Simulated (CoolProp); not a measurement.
A single-stage vapour-compression cycle with the fluid: evaporating at 307.15 K (dew point), condensing at 357.15 K (bubble point), superheat 2 K, subcooling 2 K, compressor efficiency 0.7, no pressure losses. The same conditions are run with several fluids, on thermodynamics alone (safety and materials aside).

Values from CoolProp's reference Helmholtz-energy equation of state of each fluid (R365MFC: Lemmon 2016; cyclohexane: Zhou 2014; carbonyl sulfide: Lemmon 2006; R124: de Vries 1995; n-perfluorobutane: Gao 2022; ammonia: Gao 2020).

```csv
fluid,cooling COP,pressure ratio,discharge temperature (K),refrigerating effect (kJ/kg),volumetric capacity (kJ/m³)
R365MFC,3.30,4.86,357.2,124,597
cyclohexane,3.67,5.80,365.8,293,187
carbonyl sulfide,2.96,2.75,403.7,160,7310
R124,2.97,3.43,363.3,83.3,2540
n-perfluorobutane,1.90,3.57,357.1,27.6,1020
ammonia,3.36,3.44,434.6,883,8870
```

The compression ends wet for: R365MFC; n-perfluorobutane.
